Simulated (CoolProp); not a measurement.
The numbers come from the reference Helmholtz-energy equation of state, Lemmon 2005 in CoolProp. It is a short technical equation, of lower accuracy than the large ones.

**Question.** For isobutene, give the phase and the cp (kJ/(kg K)), speed of sound (m/s) at 190.7 K and 18100 kPa; 319 K and 52.9 kPa.

**Answer.** 
- 190.7 K and 18100 kPa: liquid; cp 1.97, speed of sound 1590
- 319 K and 52.9 kPa: gas; cp 1.68, speed of sound 226
